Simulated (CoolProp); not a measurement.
C2F6 (R116) at several states: Z from the reference equation and from simpler models built on Tc = 293.0 K, pc = 3.048 MPa, ω = 0.257; each cubic takes its own stable root.

The numbers come from the reference Helmholtz-energy equation of state, Lemmon 2006 in CoolProp. It is a short technical equation, of lower accuracy than the large ones.

```tsv
T (K)	p (MPa)	phase	reference	van der Waals	Redlich-Kwong	Soave-Redlich-Kwong	Peng-Robinson
220.7	0.904	liquid	0.04568	0.07250	0.05038	0.04819	0.04252
311.7	0.612	gas	0.9438	0.9465	0.9408	0.9428	0.9358
290.5	0.0121	gas	0.9986	0.9988	0.9986	0.9986	0.9985
303.6	0.02	gas	0.9981	0.9982	0.9980	0.9980	0.9978
```
